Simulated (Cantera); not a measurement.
A freely propagating, adiabatic, planar premixed flame of C3H8 : O2 : N2 = 1 : 5.21 : 18.2 (molar parts), unburnt at 525 K and 8.19 atm; mixture-averaged transport, grid criteria slope 0.08 and curve 0.16, no radiation.

Computed with Cantera and GRI-Mech 3.0 (53 species, 325 reactions). GRI-Mech 3.0 was tuned for natural gas; its chemistry of propane as a main component is partial and can be far from experiment. Burning velocities carry a grid error of a few per cent, more on coarse grids.

Predict: laminar burning velocity; thermal thickness; peak x(CH4); peak x(C2H); peak x(H2); peak x(HCO).


| Quantity | Result |
|---|---|
| laminar burning velocity | 76.8 cm/s |
| thermal thickness | 0.0484 mm |
| peak x(CH4) | 0.00268 |
| peak x(C2H) | 2.70e-6 |
| peak x(H2) | 0.0145 |
| peak x(HCO) | 5.66e-5 |
